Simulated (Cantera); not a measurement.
## Hydrocarbon pyrolysis for carbon deposition

An isothermal, constant-pressure homogeneous reactor starts with 45.5 % C₂H₆, 54.5 % N₂, at 1748 K and 1300 Pa.

Model: GRI-Mech 3.0 (53 species, 325 reactions), integrated in Cantera. GRI-Mech 3.0 stops at C3 and has no aromatics, soot or wall deposition, so with more carbon than oxygen in the feed, carbon stays in small species such as C2H2 where larger ones or solid carbon would form. Radical loss at walls, strong at low pressure, is not modelled.

```tsv
t (s)	x C₂H₆	x HCN	x C₂H	x H	x CH₃
2.00e-6	0.452	<1e-12	<1e-12	2.13e-6	0.00320
1.43e-5	0.437	1.79e-11	<1e-12	8.11e-5	0.0213
0.000103	0.282	1.53e-7	1.41e-7	0.00155	0.0885
0.000737	0.00382	1.33e-6	9.22e-6	0.00310	0.0339
0.00528	9.37e-5	1.57e-6	2.87e-6	0.000744	0.00459
0.0379	2.77e-5	1.66e-6	2.19e-6	0.000570	0.00236
0.271	3.92e-6	2.34e-6	2.92e-6	0.000813	0.000951
1.95	4.86e-8	5.57e-6	4.67e-6	0.00133	0.000124
13.9	9.43e-10	1.05e-5	4.85e-6	0.00139	1.57e-5
100	5.19e-10	2.26e-5	4.85e-6	0.00139	1.05e-5
```
x: mole fraction; the columns are a selection and need not sum to one.

Equilibrium at this temperature and pressure: C₂H₆ 3.92e-10, HCN 0.120, C₂H 3.64e-6, H 0.00139, CH₃ 9.14e-6 (gas phase only).
